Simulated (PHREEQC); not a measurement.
PHREEQC input (Pitzer model, pitzer.dat):

```
SOLUTION 1
  temp 25
  units mol/kgw
  pH 7 charge
  Br 0.204
  Na 0.482
  Mg 0.081
  S(6) 0.0012
  Ca 0.0012
  Cl 0.44
END
USE solution 1
INCREMENTAL_REACTIONS false
REACTION 1
  H2O -1
  0 9.886 18.011 24.689 30.178 34.689 38.397 41.444
  43.949 46.007 47.699 49.089 50.232 51.172 51.944 52.578 moles
EQUILIBRIUM_PHASES 1
  Bischofite 0 0
  Bloedite 0 0
  Brucite 0 0
  Epsomite 0 0
  Glauberite 0 0
  Gypsum 0 0
  Anhydrite 0 0
  Halite 0 0
  Hexahydrite 0 0
  Kieserite 0 0
  Mirabilite 0 0
  Portlandite 0 0
  Thenardite 0 0
  MgCl2_4H2O 0 0
SELECTED_OUTPUT 1
  -reset false
  -pH true
  -pe true
  -ionic_strength true
  -water true
  -activities H2O
  -totals Br Ca Cl Mg Na S
  -molalities H+ Na+ Mg+2 Ca+2 Cl- SO4-2 Br- OH- HSO4- MgOH+
  -equilibrium_phases Bischofite Bloedite Brucite Epsomite Glauberite Gypsum Anhydrite Halite Hexahydrite Kieserite
    Mirabilite Portlandite Thenardite MgCl2_4H2O
PRINT
  -reset false
END
```

Selected output (columns that matter, 10 of 16 rows; water left (kg) added in front):

```
water left (kg)	pH	mu	Br	Ca	Cl	Mg	Na	S	m_H+	m_Na+	m_Mg+2	m_Ca+2	la_H2O	Halite
1	6.6391	0.7298	0.204	0.0012	0.44	0.081	0.482	0.0012	2.6205e-07	0.482	0.081	0.0012	-0.0087796	0
0.675514	6.5406	1.0804	0.30199	0.0017764	0.65136	0.11991	0.71353	0.0017764	2.9677e-07	0.71353	0.11991	0.0017764	-0.01327	0
0.555203	6.477	1.3145	0.36743	0.0021614	0.7925	0.14589	0.86815	0.0021614	3.1868e-07	0.86815	0.14589	0.0021614	-0.016398	0
0.375043	6.3075	1.9459	0.54394	0.0031996	1.1732	0.21598	1.2852	0.0031996	3.7835e-07	1.2852	0.21597	0.0031996	-0.02541	0
0.253345	6.0539	2.8807	0.80523	0.0047366	1.7368	0.31972	1.9025	0.0047366	4.7729e-07	1.9025	0.31972	0.0047366	-0.040466	0
0.208215	5.882	3.505	0.97976	0.0057633	2.1132	0.38902	2.3149	0.0057633	5.5392e-07	2.3149	0.38902	0.0057633	-0.051769	0
0.140655	5.4127	5.1886	1.4504	0.0085315	3.1282	0.57588	3.4268	0.0085315	8.1253e-07	3.4268	0.57588	0.0085315	-0.087623	0
0.0950203	4.7386	7.5989	2.1469	0.012629	4.549	0.85245	4.991	0.012629	1.3418e-06	4.991	0.85245	0.012629	-0.15339	0.0077494
0.0780853	4.6136	7.9327	2.6125	0.015368	4.2214	1.0373	4.7593	0.015368	1.5441e-06	4.7593	1.0373	0.015368	-0.16169	0.11037
0.0527548	4.2972	8.8687	3.867	0.022747	3.3753	1.5354	4.1714	0.022747	2.0571e-06	4.1714	1.5354	0.022747	-0.18752	0.26194
```
